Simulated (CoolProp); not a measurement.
The numbers come from the reference Helmholtz-energy equation of state, Lemmon 2006 in CoolProp. It is a short technical equation, of lower accuracy than the large ones.

Q: Give the vapour pressure (bar), liquid density (kg/m³), enthalpy of vaporisation (kJ/kg) of saturated carbon monoxide at 115.5, 118.5, 121.5 K.

A: 
| T (K) | p (bar) | liquid density (kg/m³) | enthalpy of vaporisation (kJ/kg) |
|---|---|---|---|
| 115.5 | 14.7 | 610 | 145 |
| 118.5 | 17.3 | 587 | 135 |
| 121.5 | 20.3 | 561 | 123 |
